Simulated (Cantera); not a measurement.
Feed: 1 mol FeS₂, 2.2 mol H₂S, 0.66 mol H₂O, at 1298 K and 0.0220 bar.

Equilibrium computed with Cantera from the NASA thermochemical tables; the gas is ideal and each condensed phase is pure. Candidate condensed phases: Fe, FeO, Fe(OH)₂, Fe(OH)₃, FeS, FeSO₄, FeS₂, Fe₂O₃, Fe₂(SO₄)₃, Fe₃O₄, H₂O, H₂SO₄, S; 22 gas species. FeS: taken at fixed stoichiometry. Gases not in the tables: S₃ to S₇. Equilibrium is a limit: real reactors are often held back by kinetics, nucleation or transport.

Base state: H₂ 0.298, S₂ 0.274, H₂S 0.260, H₂O 0.166, SH 0.00183, SO₂ 0.000420, S₂O 0.000157, SO 7.28e-5 (mole fractions); condensed: FeS(s).

Question: What changes in the equilibrium state with this change: pressure from 0.0220 bar to 0.210 bar?

Answer: 
```
species        before     after
-----------  --------  --------
H₂S             0.260     0.424
S₂              0.274     0.222
H₂O             0.166     0.178
H₂              0.298     0.174
SO            7.28e-5   3.88e-5
S₂O          0.000157  0.000232
FeS(s), mol      1.00      1.00
```
